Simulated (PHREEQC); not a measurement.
## Leach liquor (model solution)

Dissolve 0.14 mol/kgw H2SO4, 0.03 mol/kgw FeSO4 and 0.24 mol/kgw MgSO4 at 20 °C. Closed to the air; pH follows from the charge balance.

Computed with PHREEQC (ion-association model, wateq4f.dat).

Each row changes one thing in this solution. Precipitation was switched off in this run.

```json
[
 {"case": "as made", "pH": "1.14", "ionic strength (mol/kgw)": "0.606", "HSO4- (mol/kgw)": "0.179", "Mg+2 (mol/kgw)": "0.121", "MgSO4 (mol/kgw)": "0.118", "SO4-2 (mol/kgw)": "0.0971", "SI of Epsomite (MgSO4:7H2O)": "-1.04", "SI of Melanterite (FeSO4:7H2O)": "-1.95"},
 {"case": "temperature from 20 to 60 °C", "pH": "1.26", "ionic strength (mol/kgw)": "0.484", "HSO4- (mol/kgw)": "0.201", "Mg+2 (mol/kgw)": "0.103", "MgSO4 (mol/kgw)": "0.137", "SO4-2 (mol/kgw)": "0.0555", "SI of Epsomite (MgSO4:7H2O)": "-1.64", "SI of Melanterite (FeSO4:7H2O)": "-2.63"},
 {"case": "H2SO4 from 0.14 to 0.028 mol/kgw", "pH": "…", "ionic strength (mol/kgw)": "0.493", "HSO4- (mol/kgw)": "0.0380", "Mg+2 (mol/kgw)": "0.106", "MgSO4 (mol/kgw)": "…", "SO4-2 (mol/kgw)": "0.111", "SI of Epsomite (MgSO4:7H2O)": "-0.98", "SI of Melanterite (FeSO4:7H2O)": "-1.80"},
 {"case": "H2SO4 replaced by K2SO4 at the same molality", "pH": "6.36", "ionic strength (mol/kgw)": "0.732", "HSO4- (mol/kgw)": "2.03e-6", "Mg+2 (mol/kgw)": "0.0872", "MgSO4 (mol/kgw)": "0.153", "SO4-2 (mol/kgw)": "0.194", "SI of Epsomite (MgSO4:7H2O)": "-0.92", "SI of Melanterite (FeSO4:7H2O)": "-1.71"},
 {"case": "FeSO4 from 0.03 to 0.15 mol/kgw", "pH": "1.26", "ionic strength (mol/kgw)": "0.775", "HSO4- (mol/kgw)": "0.179", "Mg+2 (mol/kgw)": "0.108", "MgSO4 (mol/kgw)": "0.132", "SO4-2 (mol/kgw)": "0.139", "SI of Epsomite (MgSO4:7H2O)": "-0.98", "SI of Melanterite (FeSO4:7H2O)": "-1.19"}
]
```

Problem. What belongs in the gaps?

Solution. 
- H2SO4 from 0.14 to 0.028 mol/kgw, pH: 1.90
- H2SO4 from 0.14 to 0.028 mol/kgw, MgSO4 (mol/kgw): 0.134

The ionic strength passes 0.7 mol/kgw, the rough limit of the ion-association models, in H2SO4 replaced by K2SO4 at the same molality; FeSO4 from 0.03 to 0.15 mol/kgw. Species that the database lacks are ignored. Constants without temperature data keep their 25 °C values here.
